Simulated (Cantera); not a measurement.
A Cantera script and its output.

```python
import numpy as np
import cantera as ct

gas = ct.Solution("gri30.yaml")
gas.TPX = 600, 64000, {'C3H8': 1, 'O2': 6.1, 'N2': 22.9, 'H2O': 1.3, 'CO2': 0.35}
flame = ct.FreeFlame(gas, width=0.055)
flame.set_refine_criteria(ratio=3, slope=0.08, curve=0.16)
flame.transport_model = "mixture-averaged"
flame.solve(loglevel=0, auto=True)
z, T = flame.grid, flame.T
thick = (T[-1] - T[0]) / np.gradient(T, z).max()
show = ['C3H8', 'O2', 'H2O', 'C2H2', 'H', 'HCN']
print(f"laminar burning velocity  {flame.velocity[0] * 100:.3f} cm/s")
print(f"burnt temperature         {T[-1]:.1f} K")
print(f"thermal thickness         {thick * 1e3:.4f} mm")
print(f"grid points               {len(z)}")
z0 = z[flame.heat_release_rate.argmax()]
print(f"{'z/mm':>9s}{'T/K':>9s}{'u/(m/s)':>9s}" + "".join(f"{s:>11s}" for s in show))
rows = []
for k in (-3, -2, -1.5, -1, -0.5, -0.25, 0, 0.25, 0.5, 1, 2, 4, 8):
    zz = z0 + k * thick
    rows.append([k * thick, np.interp(zz, z, T), np.interp(zz, z, flame.velocity),
                 *(np.interp(zz, z, flame.X[gas.species_index(s)]) for s in show)])
    print(f"{rows[-1][0] * 1e3:9.3f}{rows[-1][1]:9.1f}{rows[-1][2]:9.3f}" + "".join(f"{x:11.3e}" for x in rows[-1][3:]))
```

Result:

```
laminar burning velocity  131.167 cm/s
burnt temperature         2186.8 K
thermal thickness         0.4814 mm
grid points               142
     z/mm      T/K  u/(m/s)       C3H8         O2        H2O       C2H2          H        HCN
   -1.444    600.1    1.313  3.158e-02  1.926e-01  4.107e-02  1.341e-08  2.823e-13  1.030e-11
   -0.963    601.2    1.317  3.154e-02  1.922e-01  4.124e-02  1.927e-07  5.596e-11  1.521e-10
   -0.722    604.9    1.327  3.148e-02  1.916e-01  4.183e-02  9.639e-07  1.344e-09  7.745e-10
   -0.481    630.7    1.390  3.119e-02  1.887e-01  4.520e-02  8.233e-06  2.239e-07  6.814e-09
   -0.241    864.5    1.941  2.530e-02  1.657e-01  6.761e-02  1.237e-04  4.843e-05  1.046e-07
   -0.120   1199.1    2.757  1.101e-02  1.314e-01  9.545e-02  3.970e-04  5.338e-04  3.287e-07
    0.000   1557.2    3.651  5.866e-04  8.965e-02  1.245e-01  7.020e-04  2.832e-03  7.512e-07
    0.120   1714.6    4.029  1.358e-06  6.499e-02  1.381e-01  1.509e-04  5.608e-03  7.593e-07
    0.241   1763.9    4.131  5.803e-10  5.510e-02  1.412e-01  6.498e-06  7.072e-03  3.626e-07
    0.481   1821.4    4.237  2.702e-15  4.835e-02  1.413e-01  1.093e-08  7.513e-03  5.469e-08
    0.963   1895.1    4.381  1.522e-21  4.417e-02  1.428e-01  1.185e-12  6.197e-03  1.909e-09
    1.926   1979.5    4.550  3.524e-32  4.119e-02  1.472e-01  1.677e-19  3.888e-03  4.837e-12
    3.851   2060.3    4.711  1.571e-44  3.849e-02  1.520e-01  5.648e-23  1.985e-03  4.799e-13
```

Model: GRI-Mech 3.0 (53 species, 325 reactions), integrated in Cantera. GRI-Mech 3.0 was tuned for natural gas; its chemistry of propane as a main component is partial and can be far from experiment. Burning velocities carry a grid error of a few per cent, more on coarse grids.
